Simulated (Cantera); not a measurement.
A closed system holds: 1 mol ZrO2, 2300 mol H2, 0.063 mol H2O, equilibrated at 0.240 Torr.

Equilibrium computed with Cantera from the NASA thermochemical tables; the gas is ideal and each condensed phase is pure. Candidate condensed phases: H2O, Zr, ZrO2; 12 gas species. Kinetics and transport are ignored.

Task: Which condensed phases are stable at each of these points (T (K)): 1450, 1500, 1550, 1600, 1650, 1700, 1750, 1800, 1850, 1900, 1950, 2000, 2050, 2100?

Result: 
| T (K) | condensed phases | Zr condensed (%) |
|---|---|---|
| 1450 | ZrO2(monoclinic) | 100.0 |
| 1500 | ZrO2(tetragonal) | 100.0 |
| 1550 | ZrO2(tetragonal) | 100.0 |
| 1600 | ZrO2(tetragonal) | 100.0 |
| 1650 | ZrO2(tetragonal) | 100.0 |
| 1700 | ZrO2(tetragonal) | 100.0 |
| 1750 | ZrO2(tetragonal) | 100.0 |
| 1800 | ZrO2(tetragonal) | 100.0 |
| 1850 | ZrO2(tetragonal) | 100.0 |
| 1900 | ZrO2(tetragonal) | 99.9 |
| 1950 | ZrO2(tetragonal) | 99.6 |
| 2000 | ZrO2(tetragonal) | 98.7 |
| 2050 | ZrO2(tetragonal) | 96.4 |
| 2100 | ZrO2(tetragonal) | 91.4 |

At 1450 K the condensed part is ZrO2(monoclinic). From 1500 K to 2100 K the condensed part is ZrO2(tetragonal).
